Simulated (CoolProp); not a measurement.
Model: reference Helmholtz-energy equation of state, Smukala 2000, in CoolProp.

Task: Give the vapour pressure (bar), liquid density (kg/m³), vapour density (kg/m³) of saturated ethylene at 174.3, 228.8, 249.2 K.

Result: 
```csv
T (K),p (bar),liquid density (kg/m³),vapour density (kg/m³)
174.3,1.34,561,2.71
228.8,12.7,470,23.3
249.2,22.8,424,43.9
```
